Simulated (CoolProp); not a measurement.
Model: reference Helmholtz-energy equation of state, Akasaka 2023, in CoolProp.

Task: For R1336mzz(E), give the phase and the Z, speed of sound (m/s), Joule-Thomson coefficient (K/MPa), isothermal compressibility (1/MPa) at 410 K and 356 kPa; 410 K and 1780 kPa; 410 K and 5700 kPa.

Result: 
- 410 K and 356 kPa: gas; Z 0.955, speed of sound 143, Joule-Thomson coefficient 10.7, isothermal compressibility 2.94
- 410 K and 1780 kPa: gas; Z 0.744, speed of sound 115, Joule-Thomson coefficient 13.9, isothermal compressibility 0.799
- 410 K and 5700 kPa: supercritical; Z 0.303, speed of sound 199, Joule-Thomson coefficient 1.42, isothermal compressibility 0.0433
